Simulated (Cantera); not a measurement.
A freely propagating, adiabatic, planar premixed flame of H₂ : O₂ : N₂ = 1 : 0.185 : 0.696 (molar parts), unburnt at 598 K and 1.00 atm; mixture-averaged transport, grid criteria slope 0.08 and curve 0.16, no radiation.

Computed with Cantera and the H2/O2 subset of GRI-Mech 3.0, which has no nitrogen chemistry. Burning velocities carry a grid error of a few per cent, more on coarse grids.

Question: How do the results move with these cheaper or finer settings: unity-Lewis-number transport; multicomponent transport; multicomponent+Soret transport; grid criteria slope 0.5, curve 1; grid criteria slope 0.25, curve 0.5; grid criteria slope 0.03, curve 0.06?

Answer: 
| setting | laminar burning velocity | thermal thickness | peak x(OH) | peak x(HO₂) | grid points |
|---|---|---|---|---|---|
| as above | 817 cm/s | 0.469 mm | 0.00200 | 0.000228 | 132 |
| unity-Lewis-number transport | 497 cm/s | 0.429 mm | 0.00202 | 0.000183 | 118 |
| multicomponent transport | 797 cm/s | 0.474 mm | 0.00200 | 0.000227 | 132 |
| multicomponent+Soret transport | 776 cm/s | 0.465 mm | 0.00199 | 0.000229 | 133 |
| grid criteria slope 0.5, curve 1 | 921 cm/s | 0.665 mm | 0.00214 | 0.000196 | 47 |
| grid criteria slope 0.25, curve 0.5 | 848 cm/s | 0.528 mm | 0.00203 | 0.000222 | 68 |
| grid criteria slope 0.03, curve 0.06 | 806 cm/s | 0.456 mm | 0.00197 | 0.000230 | 304 |
Unity Lewis numbers drop preferential diffusion, which matters most where H2 and H carry the flame; Soret adds thermal diffusion.
